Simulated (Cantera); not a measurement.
Source: NASA polynomial tables (part measured, part estimated), evaluated in Cantera. Values are per mole of reaction as written; species without (g) are pure solids or liquids, kept so even where they would boil at 1 bar.

NbO2 + 2 N2(g) → Nb + 2 N2O(g), with ΔH° = 958.1 kJ and ΔS° = 38.7 J/K at 300 K.

Q: How far is the shortcut ΔG° ≈ ΔH°(300 K) − T·ΔS°(300 K) from the full temperature-dependent value at 675, 775, 875, 975, 1075 K?

A: 
```json
[
 {"T (K)": "675", "shortcut (kJ)": "932.0", "full (kJ)": "934.0", "difference (kJ)": "-2.0", "difference in log10 K": "0.16"},
 {"T (K)": "775", "shortcut (kJ)": "928.2", "full (kJ)": "931.1", "difference (kJ)": "-2.9", "difference in log10 K": "0.20"},
 {"T (K)": "875", "shortcut (kJ)": "924.3", "full (kJ)": "928.3", "difference (kJ)": "-4.0", "difference in log10 K": "0.24"},
 {"T (K)": "975", "shortcut (kJ)": "920.4", "full (kJ)": "925.6", "difference (kJ)": "-5.2", "difference in log10 K": "0.28"},
 {"T (K)": "1075", "shortcut (kJ)": "916.6", "full (kJ)": "923.1", "difference (kJ)": "-6.5", "difference in log10 K": "0.32"}
]
```
The shortcut ignores the heat-capacity change of the reaction.
